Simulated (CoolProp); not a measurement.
R1233zd(E) along the isobar 4.92 MPa: fugacity coefficient from the reference equation and from simpler models built on Tc = 438.9 K, pc = 3.583 MPa, ω = 0.304; each cubic takes its own stable root.

Values from CoolProp's reference Helmholtz-energy equation of state, Akasaka 2022.

```
T (K)   phase  reference  Redlich-Kwong  Soave-Redlich-Kwong
-----  ------  ---------  -------------  -------------------
214.4  liquid  0.0004016       0.001570            0.0003999
220.1  liquid  0.0006156       0.002257            0.0006128
225.8  liquid  0.0009195       0.003169            0.0009156
231.5  liquid   0.001341       0.004353             0.001336
237.1  liquid   0.001901       0.005832             0.001897
242.8  liquid   0.002658       0.007714             0.002658
248.5  liquid   0.003647        0.01003                    ?
254.2  liquid   0.004917        0.01285                    ?
259.9  liquid   0.006523        0.01622             0.006565
265.6  liquid   0.008523        0.02021             0.008600
271.2  liquid    0.01093        0.02479              0.01106
276.9  liquid    0.01391              ?                    ?
282.6  liquid    0.01747        0.03633              0.01777
288.3  liquid    0.02170        0.04332              0.02213
```

Question: What belongs in the gaps?

Answer: 
- 248.5, Soave-Redlich-Kwong: 0.003654
- 254.2, Soave-Redlich-Kwong: 0.004937
- 276.9, Redlich-Kwong: 0.03017
- 276.9, Soave-Redlich-Kwong: 0.01410
